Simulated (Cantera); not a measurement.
Mixture: CH4 : H2 : O2 : N2 = 1 : 0.091 : 4.65 : 17.5 (molar parts), equivalence ratio 0.44, at 28.0 bar, adiabatic and at constant pressure. Ignition delay is the time to a rise of 400 K.

Model: GRI-Mech 3.0 (53 species, 325 reactions), integrated in Cantera. The pressure lies above the range GRI-Mech 3.0 was tuned for (to about 10 atm).

Task: What does this change do: pressure from 28.0 bar to 1.00 bar?

Result: 
| quantity | before | after |
|---|---|---|
| delay at 1225 K | 0.508 ms | 9.09 ms |
| delay at 1300 K | 0.233 ms | 3.91 ms |
| delay at 1375 K | 0.117 ms | 1.81 ms |
| delay at 1450 K | 62.5 µs | 0.917 ms |
| delay at 1525 K | 35.0 µs | 0.505 ms |
| delay at 1600 K | 20.4 µs | 0.298 ms |
| apparent activation energy between 1450 and 1600 K | 140 kJ/mol | 140 kJ/mol |
